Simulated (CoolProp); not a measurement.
Saturated liquid density (kg/m³) of sulfur hexafluoride: the reference equation beside estimates from Tc = 318.7 K, pc = 37.55 bar, ω = 0.210. Rackett uses Z = 0.29056 − 0.08775 ω.

Values from CoolProp's reference Helmholtz-energy equation of state, Guder 2009.

```json
[
 {"T (K)": "248.7", "reference": "1713", "Rackett": "1769", "van der Waals": "1091", "Redlich-Kwong": "1552", "Soave-Redlich-Kwong": "1611", "Peng-Robinson": "1828"},
 {"T (K)": "253.3", "reference": "1686", "Rackett": "1740", "van der Waals": "1073", "Redlich-Kwong": "1519", "Soave-Redlich-Kwong": "1579", "Peng-Robinson": "1792"},
 {"T (K)": "258", "reference": "1658", "Rackett": "1710", "van der Waals": "1054", "Redlich-Kwong": "1485", "Soave-Redlich-Kwong": "1545", "Peng-Robinson": "1753"},
 {"T (K)": "262.6", "reference": "1629", "Rackett": "1680", "van der Waals": "1035", "Redlich-Kwong": "1450", "Soave-Redlich-Kwong": "1510", "Peng-Robinson": "1713"},
 {"T (K)": "267.3", "reference": "1598", "Rackett": "1647", "van der Waals": "1014", "Redlich-Kwong": "1412", "Soave-Redlich-Kwong": "1472", "Peng-Robinson": "1670"},
 {"T (K)": "271.9", "reference": "1567", "Rackett": "1614", "van der Waals": "992.7", "Redlich-Kwong": "1374", "Soave-Redlich-Kwong": "1432", "Peng-Robinson": "1625"},
 {"T (K)": "276.6", "reference": "1533", "Rackett": "1578", "van der Waals": "969.7", "Redlich-Kwong": "1333", "Soave-Redlich-Kwong": "1390", "Peng-Robinson": "1576"},
 {"T (K)": "281.2", "reference": "1498", "Rackett": "1541", "van der Waals": "946.0", "Redlich-Kwong": "1290", "Soave-Redlich-Kwong": "1345", "Peng-Robinson": "1525"},
 {"T (K)": "285.9", "reference": "1459", "Rackett": "1501", "van der Waals": "920.1", "Redlich-Kwong": "1244", "Soave-Redlich-Kwong": "1297", "Peng-Robinson": "1469"},
 {"T (K)": "290.5", "reference": "1418", "Rackett": "1458", "van der Waals": "892.9", "Redlich-Kwong": "1195", "Soave-Redlich-Kwong": "1246", "Peng-Robinson": "1409"},
 {"T (K)": "295.2", "reference": "1372", "Rackett": "1411", "van der Waals": "862.7", "Redlich-Kwong": "1142", "Soave-Redlich-Kwong": "1189", "Peng-Robinson": "1343"},
 {"T (K)": "299.8", "reference": "1321", "Rackett": "1359", "van der Waals": "830.0", "Redlich-Kwong": "1084", "Soave-Redlich-Kwong": "1127", "Peng-Robinson": "1270"},
 {"T (K)": "304.5", "reference": "1262", "Rackett": "1299", "van der Waals": "792.3", "Redlich-Kwong": "1019", "Soave-Redlich-Kwong": "1057", "Peng-Robinson": "1187"}
]
```

Absolute difference from the reference over all 13 rows, mean and median: Rackett 3.0 and 2.9 %, van der Waals 36.8 and 36.7 %, Redlich-Kwong 13.5 and 13.0 %, Soave-Redlich-Kwong 10.0 and 9.3 %, Peng-Robinson 3.8 and 3.9 %.
